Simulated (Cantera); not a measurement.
**Thermodynamics of metals in furnace atmospheres, feed Pb + CO**

Input: 1 mol Pb, 0.16 mol CO, equilibrated at 7.50 Torr.

These are equilibrium values from Cantera (NASA tables, ideal gas, pure condensed phases), not measurements of a reactor. Candidate condensed phases: C, Pb, PbO, PbO₂, Pb₃O₄; 15 gas species. Rates play no part.

At 1325 K the condensed part is Pb(l). From 1400 K to 2000 K nothing is condensed. The main Pb-bearing gas is Pb throughout.

```tsv
T (K)	log p Pb	log p CO	log p Pb₂	log p CO₂	log p C	log p PbO	log p C₃	n Pb(l)
1325	-2.44	-2.19	-6.37	-6.80	<-14	-10.77	<-14	0.910
1400	-2.06	-2.86	-5.74	-8.49	<-14	-11.08	<-14	0
1475	-2.06	-2.86	-5.86	-8.80	<-14	-11.10	<-14	0
1550	-2.06	-2.86	-5.97	-9.08	<-14	-11.12	<-14	0
1625	-2.06	-2.86	-6.06	-9.34	<-14	-11.14	<-14	0
1700	-2.06	-2.86	-6.15	-9.57	-13.82	-11.15	<-14	0
1775	-2.06	-2.86	-6.23	-9.78	-12.89	-11.17	-13.28	0
1850	-2.06	-2.86	-6.31	-9.97	-12.03	-11.18	-12.30	0
1925	-2.06	-2.86	-6.38	-10.15	-11.25	-11.19	-11.39	0
2000	-2.06	-2.86	-6.44	-10.21	-10.62	-11.10	-10.87	0
```
log p: log10 of the partial pressure in bar; n: condensed amount in mol.
